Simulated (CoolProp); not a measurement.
Vapour-liquid equilibrium of n-butane (1) + trans-2-butene (2) at 0.0807 bar; x and y are mole fractions of (1).

Model: multi-fluid Helmholtz-energy mixture model, Bücker 2006 and Lemmon 2005; pair parameters Bell 2016, in CoolProp.

```csv
x,"bubble temperature, mixture model (K)","bubble temperature, Raoult's law (K)","y, mixture model","y, Raoult's law"
0.05,221.9,222.0,0.060,0.055
0.15,221.6,221.8,0.173,0.162
0.25,221.3,221.7,0.277,0.268
0.35,221.1,221.5,0.377,0.372
0.45,221.0,221.4,0.473,0.473
0.55,220.8,221.2,0.568,0.573
0.65,220.7,221.1,0.663,0.671
0.75,220.7,220.9,0.758,0.767
0.85,220.6,220.8,0.854,0.862
0.95,220.6,220.6,0.951,0.954
```

The largest gap from Raoult's law is -0.4 K in bubble temperature, at x = 0.45. No azeotrope shows between x = 0.05 and 0.95.

Pair parameters are fitted to limited data, so mixtures are less certain than the pure fluids.
